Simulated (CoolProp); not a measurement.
Vapour-liquid equilibrium of n-octane (1) + n-dodecane (2) at 465.1 K; x and y are mole fractions of (1).

Model: multi-fluid Helmholtz-energy mixture model, Beckmüller 2019 and Lemmon 2004; pair parameters Bell 2016, in CoolProp.

### Question
Give the bubble pressure and the first vapour's composition at x = 0.05, 0.55, 0.65. Is there an azeotrope?

### Answer
x = 0.05: 0.07134 MPa, y = 0.261; x = 0.55: 0.2641 MPa, y = 0.893; x = 0.65: 0.3080 MPa, y = 0.927. No azeotrope shows between x = 0.05 and 0.95.

Pair parameters are fitted to limited data, so mixtures are less certain than the pure fluids.
